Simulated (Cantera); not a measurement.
**Thermodynamics of silicon epitaxy and polysilicon growth, feed SiH2Cl2 + HCl + N2**

Charge: 1 mol SiH2Cl2, 0.33 mol HCl, 43 mol N2, held at 0.0100 bar.

Equilibrium computed with Cantera from the NASA thermochemical tables; the gas is ideal and each condensed phase is pure. Candidate condensed phases: NH4Cl, Si, Si3N4; 28 gas species. N2 is the only nitrogen source here; it is nearly inert below about 1500 K, so the nitride shown seldom forms there in practice. The tables' values for SiCl3, SiCl are old estimates; treat these amounts as uncertain. Kinetics and transport are ignored.

From 825 °C to 1375 °C the condensed part is Si3N4(s). The main Si-bearing gas is SiCl4 at 825 °C and SiCl2 at 1375 °C.

```tsv
T (°C)	log p N2	log p HCl	log p H2	log p SiCl2	log p SiCl4	log p SiCl3	log p H	log p Cl	n Si3N4(s)
825	-2.02	-3.40	-4.21	-6.97	-4.51	-6.32	-9.71	-8.95	0.287
875	-2.02	-3.40	-4.22	-6.40	-4.54	-5.99	-9.26	-8.49	0.288
925	-2.02	-3.39	-4.23	-5.88	-4.57	-5.70	-8.84	-8.06	0.288
975	-2.02	-3.39	-4.23	-5.42	-4.61	-5.44	-8.45	-7.67	0.286
1025	-2.02	-3.40	-4.23	-5.01	-4.69	-5.24	-8.08	-7.33	0.280
1075	-2.02	-3.40	-4.20	-4.66	-4.83	-5.10	-7.73	-7.02	0.267
1125	-2.02	-3.42	-4.14	-4.39	-5.06	-5.04	-7.40	-6.76	0.246
1175	-2.02	-3.46	-4.07	-4.20	-5.38	-5.07	-7.07	-6.55	0.219
1225	-2.02	-3.50	-3.99	-4.05	-5.76	-5.16	-6.76	-6.37	0.188
1275	-2.02	-3.56	-3.92	-3.95	-6.18	-5.29	-6.47	-6.21	0.157
1325	-2.02	-3.63	-3.85	-3.87	-6.60	-5.43	-6.20	-6.08	0.126
1375	-2.02	-3.70	-3.80	-3.81	-7.02	-5.59	-5.95	-5.95	0.0981
```
log p: log10 of the partial pressure in bar; n: condensed amount in mol.
